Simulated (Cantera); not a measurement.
**Hydrocarbon pyrolysis for carbon deposition**

An isothermal, constant-pressure homogeneous reactor starts with C₂H₆ : N₂ = 1 : 18 (molar parts), at 1625 K and 9.75 Torr.

Computed with Cantera and GRI-Mech 3.0 (53 species, 325 reactions). GRI-Mech 3.0 stops at C3 and has no aromatics, soot or wall deposition, so with more carbon than oxygen in the feed, carbon stays in small species such as C2H2 where larger ones or solid carbon would form. Radical loss at walls, strong at low pressure, is not modelled.

```
t (s)       x C₂H₆     x HCN     x C₂H    x CH₂    x C₂H₄     x CH₃     x CH₄
--------  --------  --------  --------  -------  --------  --------  --------
6.00e-5     0.0516  1.17e-12    <1e-12  2.70e-7   1.07e-5   0.00184   2.63e-5
0.000273    0.0468   2.46e-8  2.04e-10  1.03e-5   0.00109   0.00720  0.000495
0.00124     0.0165   1.72e-6   3.47e-7  4.08e-5    0.0194    0.0152   0.00698
0.00565   0.000127   6.02e-6   1.03e-6  1.06e-5    0.0121   0.00261    0.0145
0.0257     9.98e-6   6.73e-6   4.15e-7  1.41e-6   0.00211  0.000693    0.0130
0.117      2.68e-6   6.97e-6   2.34e-7  3.98e-7  0.000191  0.000326    0.0113
0.531      1.14e-6   7.25e-6   1.97e-7  2.15e-7   7.20e-5  0.000207   0.00877
2.42       3.13e-7   8.17e-6   2.43e-7  1.43e-7   2.13e-5  0.000113   0.00402
11.0       1.76e-8   1.09e-5   3.36e-7  5.01e-8   5.96e-6   2.85e-5  0.000760
50.0      5.36e-10   1.50e-5   3.67e-7  9.70e-9   5.24e-6   5.04e-6  0.000124
```
x: mole fraction; the columns are a selection and need not sum to one.

Equilibrium at this temperature and pressure: C₂H₆ 7.85e-12, HCN 0.0630, C₂H 1.25e-7, CH₂ 9.38e-10, C₂H₄ 1.77e-6, CH₃ 4.85e-7, CH₄ 1.18e-5 (gas phase only).
